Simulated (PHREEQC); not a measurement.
## Acid rinse or clean (model solution)

A solution holds 0.0085 mol HBr, 0.082 mol FeCl3 and 0.1 mol MgCl2 per kg of water, at 25 °C. Closed to the air; pH follows from the charge balance.

Model: ion-association model, phreeqc.dat, run in PHREEQC.

No solid was allowed to form.

What pH does the model give?

pH 1.93.

In which forms is Fe present?

FeCl+2 55 %, Fe+3 19 %, FeCl2+ 18 %, FeOH+2 4.1 %, Fe2(OH)2+4 4.0 % of the Fe.

Examples of supersaturated solids here: Hematite (slow to form), Goethite (slow to form). Others may be too.
